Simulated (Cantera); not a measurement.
A closed system holds: 1 mol Ti, 19 mol H₂, held at 25.0 Pa.

Method: chemical equilibrium by Gibbs-energy minimisation in Cantera with the NASA 1993 tables (ideal gas, pure condensed phases). Candidate condensed phases: Ti; 3 gas species. Equilibrium is a limit: real reactors are often held back by kinetics, nucleation or transport. All values below are at 1675 K.

Base state: H₂ 0.992, H 0.00732, Ti 0.000201 (mole fractions); condensed: Ti(β).

Problem. What changes in the equilibrium state with this change: pressure from 25.0 Pa to 15.0 mbar?

Solution. 
```
species       before     after
----------  --------  --------
H₂             0.992     0.999
H            0.00732  0.000948
Ti          0.000201   3.35e-6
Ti(β), mol     0.996     1.000
```
